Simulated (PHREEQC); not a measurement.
Consider water at 20 °C with 0.0025 mol/kgw ZnCl2, 0.14 mol/kgw KCl and 0.034 mol/kgw FeSO4. Closed to the air; pH follows from the charge balance.

The numbers come from PHREEQC with the ion-association model, wateq4f.dat.

| quantity | before | after |
|---|---|---|
| pH | 5.83 | 5.97 |
| ionic strength (mol/kgw) | 0.239 | 0.234 |
| Fe+2 (mol/kgw) | 0.0254 | 0.0252 |
| SO4-2 (mol/kgw) | 0.0212 | 0.0217 |
| FeSO4 (mol/kgw) | 0.00713 | 0.00736 |
| FeCl+ (mol/kgw) | 0.00151 | 0.00146 |
| SI of Melanterite (FeSO4:7H2O) | -2.08 | -2.07 |

Task: Name the change that produced these shifts.
A) diluted 10-fold with water
B) KCl replaced by (CH3)4NCl at the same molality
C) temperature from 20 to 65 °C
D) diluted 2-fold with water
E) ZnCl2 left out

Result: E, ZnCl2 left out

This is a speciation only: nothing precipitates in the calculation.
